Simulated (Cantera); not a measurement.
Roasting and sulfation: FeS₂ + SO₂ + CO₂

A closed system holds: 1 mol FeS₂, a varied amount of SO₂, 2.2 mol CO₂, at 900 K and 0.100 bar.

Method: chemical equilibrium by Gibbs-energy minimisation in Cantera with the NASA 1993 tables (ideal gas, pure condensed phases). Candidate condensed phases: C, Fe, Fe(CO)₅, FeO, FeS, FeSO₄, FeS₂, Fe₂O₃, Fe₂(SO₄)₃, Fe₃O₄, S; 25 gas species. FeS: taken at fixed stoichiometry. Gases not in the tables: S₃ to S₇. The numbers say what is thermodynamically allowed, not how fast it happens.

```csv
n(SO₂) (mol),log p CO₂,log p SO₂,log p S₂,log p S₂O,log p COS,log p CO,n FeS(s),n FeS₂(s)
0.23,-1.10,-2.07,-1.95,-3.71,-3.64,-3.82,0.638,0.362
0.43,-1.13,-1.84,-1.95,-3.59,-3.79,-3.97,0.690,0.310
0.64,-1.17,-1.70,-1.95,-3.52,-3.89,-4.07,0.745,0.255
0.84,-1.19,-1.61,-1.95,-3.48,-3.96,-4.15,0.798,0.202
1,-1.22,-1.56,-1.95,-3.45,-4.01,-4.19,0.840,0.160
1.2,-1.24,-1.51,-1.95,-3.43,-4.06,-4.25,0.893,0.107
1.4,-1.27,-1.47,-1.95,-3.41,-4.11,-4.29,0.946,0.0540
1.6,-1.29,-1.43,-1.95,-3.39,-4.15,-4.33,0.999,0.000932
1.8,-1.31,-1.40,-1.97,-3.39,-4.20,-4.37,1.00,0
```
log p: log10 of the partial pressure in bar; n: condensed amount in mol.

From 0.23 mol SO₂ to 1.6 mol SO₂ the condensed part is FeS(s) + FeS₂(s). At 1.8 mol SO₂ the condensed part is FeS(s).
